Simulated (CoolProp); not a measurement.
Vapour-liquid equilibrium of n-pentane (1) + the fluoroketone C6F12O (FK-5-1-12) (2) at 410.2 K; x and y are mole fractions of (1).

Computed with CoolProp (multi-fluid Helmholtz-energy mixture model, Thol 2019 and McLinden 2015; pair parameters Bell 2016).

```tsv
x	bubble pressure (MPa)	y at the bubble point	dew pressure at overall composition x (MPa)	liquid density (mol/L)
0.05	1.091	0.086	1.060	3.684
0.2	1.294	0.293	1.198	3.852
0.35	1.447	0.441	1.354	4.062
0.5	1.535	0.551	1.500	4.369
0.65	1.560	0.644	1.559	4.839
0.8	1.519	0.743	1.471	5.505
0.95	1.363	0.905	1.314	6.367
```

y crosses x between x = 0.5 and 0.65: the model has an azeotrope there.

The pair parameters rest on a limited set of measurements; away from them the model extrapolates.
